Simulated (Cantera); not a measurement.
## Silicon etching in halogen gases: Si + Br2 + N2

Charge: 1 mol Si, a varied amount of Br2, 5.7 mol N2, equilibrated at 925 °C and 0.143 Torr.

Method: chemical equilibrium by Gibbs-energy minimisation in Cantera with the NASA 1993 tables (ideal gas, pure condensed phases). Candidate condensed phases: Br2, Si, Si3N4; 13 gas species. N2 is the only nitrogen source here; it is nearly inert below about 1500 K, so the nitride shown seldom forms there in practice. The tables' values for SiBr3 are old estimates; treat these amounts as uncertain. Rates play no part.

```csv
n(Br2) (mol),log p N2,log p Br,log p SiBr4,log p Br2,log p SiBr2,log p SiBr3,n Si3N4(s)
1.1,-3.78,-5.53,-4.92,-8.28,-5.19,-5.97,0.120
1.3,-3.78,-5.52,-4.85,-8.25,-5.15,-5.92,0.0823
1.6,-3.79,-5.50,-4.77,-8.22,-5.11,-5.86,0.0262
2,-3.81,-5.20,-4.62,-7.61,-5.57,-6.02,0
2.4,-3.84,-4.69,-4.61,-6.59,-6.57,-6.51,0
2.9,-3.89,-4.41,-4.65,-6.04,-7.17,-6.83,0
3.5,-3.95,-4.25,-4.71,-5.72,-7.54,-7.04,0
4.3,-4.01,-4.14,-4.77,-5.50,-7.83,-7.22,0
5.2,-4.07,-4.07,-4.83,-5.35,-8.04,-7.35,0
6.4,-4.14,-4.00,-4.90,-5.22,-8.23,-7.49,0
7.7,-4.21,-3.96,-4.96,-5.13,-8.38,-7.59,0
9.4,-4.28,-3.92,-5.04,-5.06,-8.53,-7.70,0
```
log p: log10 of the partial pressure in bar; n: condensed amount in mol.

From 1.1 mol Br2 to 1.6 mol Br2 the condensed part is Si3N4(s). From 2 mol Br2 to 9.4 mol Br2 nothing is condensed. The main Si-bearing gas is SiBr4 throughout.
